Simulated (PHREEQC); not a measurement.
Solution (82 °C): 9.7 mmol/kgw HF, 0.074 mmol/kgw (NH4)2SiF6, 0.19 mmol/kgw H3PO4 and 12 mmol/kgw H2SO4. Closed to the air; pH follows from the charge balance.

Computed with PHREEQC (ion-association model, phreeqc.dat).

This is a speciation only: nothing precipitates in the calculation.

Question: Estimate the pH, ionic strength.

Answer: pH 1.89; ionic strength 0.0175 mol/kgw.

Question: In which forms is P present?

Answer: H3PO4 75 %, H2PO4- 25 % of the P.

Constants without temperature data keep their 25 °C values here. SiF6-2 is the database's only silicon fluoride.
